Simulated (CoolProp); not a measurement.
Model: reference Helmholtz-energy equation of state, Lemmon 2016, in CoolProp.

Q: For R115, give the phase and the density (kg/m³), cp (kJ/(kg K)), speed of sound (m/s), expansivity (1/kK) at 323.6 K and 2590 kPa.

A: 
- 323.6 K and 2590 kPa: liquid; density 1160, cp 1.23, speed of sound 264, expansivity 5.84
